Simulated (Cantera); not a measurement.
A closed system holds: 1 mol SO₂, 0.04 mol H₂, equilibrated at 608 Torr.

Equilibrium computed with Cantera from the NASA thermochemical tables; the gas is ideal and each condensed phase is pure. Candidate condensed phases: H₂O, H₂SO₄, S; 19 gas species. Rates play no part. All values below are at 2777 °C.

Base state: SO₂ 0.627, SO 0.193, O₂ 0.0755, O 0.0409, OH 0.0186, H₂O 0.0149, S 0.0122, H 0.0115 (mole fractions); condensed: gas only.

What changes in the equilibrium state with this change: H₂ from 0.04 to 6.4 mol?


```tsv
species	before	after
H₂	0.00318	0.534
H₂O	0.0149	0.179
H	0.0115	0.149
SO₂	0.627	0.00858
O₂	0.0755	0.000387
SH	0.000695	0.0240
O	0.0409	0.00293
S₂	0.00142	0.0101
SO	0.193	0.0369
S	0.0122	0.0327
OH	0.0186	0.0172
SO₃	0.000130	1.28e-7
H₂S	9.84e-6	0.00440
S₂O	0.000226	0.000115
```
